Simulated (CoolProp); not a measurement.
The fluid at 293.15 K and 2.77 MPa is throttled through a valve to 1.56 MPa with no heat exchange. The same conditions are run with several fluids, on thermodynamics alone (safety and materials aside).

The numbers come from the reference Helmholtz-energy equation of state of each fluid (fluorine: de Reuck 1990; dry air: Lemmon 2000; oxygen: Schmidt 1985; methane: Setzmann 1991; carbon monoxide: Lemmon 2006) in CoolProp. Blends and air are pseudo-pure fits.

```tsv
fluid	temperature change (K)	final density (kg/m³)
fluorine	…	24.7
dry air	…	18.8
oxygen	…	…
methane	-5.4	10.8
carbon monoxide	-3.0	18.2
```

**Question.** Complete the blanks.

**Answer.** 
- fluorine, temperature change (K): -2.3
- dry air, temperature change (K): -2.7
- oxygen, temperature change (K): -3.3
- oxygen, final density (kg/m³): 20.9
